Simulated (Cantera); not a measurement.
An adiabatic, constant-volume homogeneous reactor starts with 8.96 % CH4, 13.8 % O2, 77.2 % N2, at 1450 K and 23.0 bar.

Computed with Cantera and GRI-Mech 3.0 (53 species, 325 reactions). The pressure lies above the range GRI-Mech 3.0 was tuned for (to about 10 atm).

One state of this run: T (K) = 2917; P (bar) = 48.4; x CH4 = 1.84e-11; x O2 = 0.000489; x HCO = 6.47e-7; x CO2 = 0.0331; x C2H4 = <1e-12; x C2H = <1e-12; x HO2 = 1.19e-6. x: mole fraction; the columns are a selection and need not sum to one.

Which value of t (s) does it belong to?
A) 6.00e-6
B) 3.99e-5
C) 1.55e-5
D) 0.000682

D, 0.000682
